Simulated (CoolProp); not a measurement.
Computed with CoolProp (reference Helmholtz-energy equation of state, Zhou 2016).

Q: For R245ca, give the phase and the density (kg/m³), cp (kJ/(kg K)), cv (kJ/(kg K)), speed of sound (m/s) at 46.25 °C and 10 MPa; 111.55 °C and 10 MPa.

A: 
- 46.25 °C and 10 MPa: liquid; density 1360, cp 1.39, cv 1.03, speed of sound 712
- 111.55 °C and 10 MPa: liquid; density 1190, cp 1.50, cv 1.11, speed of sound 490
